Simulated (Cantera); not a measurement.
What does this Cantera script print?

```python
import numpy as np
import cantera as ct

gas = ct.Solution("gri30.yaml")
gas.TPX = 1198, 49000, {'H2': 1.3, 'O2': 1, 'N2': 1.9}
inlet = ct.Reservoir(gas, clone=True)

reactor = ct.IdealGasConstPressureReactor(gas, energy="off", clone=False)
exhaust = ct.Reservoir(gas, clone=True)
tau = [1.1, 0.4, 0.14, 0.047, 0.016, 0.0056, 0.0019, 0.00066, 0.00023][0]
for a, b in ((inlet, reactor), (reactor, exhaust)):
    ct.MassFlowController(a, b, mdot=lambda t: reactor.mass / tau)
net = ct.ReactorNet([reactor])
show = ['H2', 'O2', 'N2O', 'HO2', 'OH', 'NO', 'O']

rows = []
print(f"{'tau/s':>10s}{'T/K':>9s}" + "".join(f"{s:>11s}" for s in show))
for tau in [1.1, 0.4, 0.14, 0.047, 0.016, 0.0056, 0.0019, 0.00066, 0.00023]:
    net.initial_time = 0.0
    net.advance(30 * tau)
    before = gas.X
    net.advance(40 * tau)
    drift = np.max(np.abs(gas.X - before) / (gas.X + 1e-9))
    rows.append([gas.T, *gas[show].X, drift])
    print(f"{tau:10.3e}{gas.T:9.1f}" + "".join(f"{x:11.3e}" for x in gas[show].X))
```

Result:

```
     tau/s      T/K         H2         O2        N2O        HO2         OH         NO          O
 1.100e+00   1198.0  2.495e-04  9.865e-02  4.311e-07  8.635e-06  1.548e-04  1.550e-07  1.334e-05
 4.000e-01   1198.0  4.918e-04  9.873e-02  3.780e-07  1.529e-05  2.152e-04  1.259e-07  2.826e-05
 1.400e-01   1198.0  9.755e-04  9.890e-02  3.134e-07  2.559e-05  3.080e-04  1.139e-07  6.163e-05
 4.700e-02   1198.0  1.933e-03  9.924e-02  2.475e-07  3.944e-05  4.577e-04  1.331e-07  1.368e-04
 1.600e-02   1198.0  3.690e-03  9.990e-02  1.883e-07  5.453e-05  6.918e-04  2.054e-07  2.925e-04
 5.600e-03   1198.0  6.767e-03  1.011e-01  1.387e-07  6.856e-05  1.049e-03  3.616e-07  5.933e-04
 1.900e-03   1198.0  1.238e-02  1.033e-01  9.736e-08  8.081e-05  1.616e-03  6.615e-07  1.184e-03
 6.600e-04   1198.0  2.197e-02  1.073e-01  6.660e-08  9.005e-05  2.448e-03  1.136e-06  2.242e-03
 2.300e-04   1198.0  3.817e-02  1.145e-01  4.420e-08  9.644e-05  3.604e-03  1.750e-06  4.068e-03
```

Computed with Cantera and GRI-Mech 3.0 (53 species, 325 reactions). The temperature is held fixed by assumption; the heat of reaction is taken as removed at once.
